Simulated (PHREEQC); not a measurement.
Make-up at 25 °C: 33 mmol/kgw NaOH and 13 mmol/kgw CO2. Closed to the air; pH follows from the charge balance.

The numbers come from PHREEQC with the ion-association model, wateq4f.dat.

```json
[
 {"quantity": "pH", "before": "11.78", "after": "4.12"},
 {"quantity": "ionic strength (mol/kgw)", "before": "0.0402", "after": "7.66e-5"}
]
```

Question: Which change was made?
(A) CO2 replaced by Na2CO3 at the same molality
(B) CO2 from 0.013 to 0.026 mol/kgw
(C) NaOH left out
(D) diluted 2-fold with water
(E) temperature from 25 to 30 °C

Answer: C, NaOH left out

This is a speciation only: nothing precipitates in the calculation.
